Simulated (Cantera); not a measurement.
Gas mixture: 100 % C2H2, at 9.87 atm, frozen composition.

Cantera's kinetic-theory transport with the Lennard-Jones parameters of GRI-Mech 3.0, ideal gas; thermal conductivity in the mixture-averaged form. The composition is frozen, though it would react at the higher temperatures.

One state of this run: ρ (kg/m³) = 2.24; cp (J/kg/K) = 2870; μ (µPa s) = 34.5; λ (mW/m/K) = 135; Pr = 0.734; D (cm²/s) NO = 0.238; D (cm²/s) CH3 = 0.266; D (cm²/s) N2 = 0.242. D: mixture-averaged diffusion coefficient of that species in the mixture.

Q: Which value of T (K) does it belong to?
A. 1000
B. 400
C. 600
D. 1400

A: D, 1400
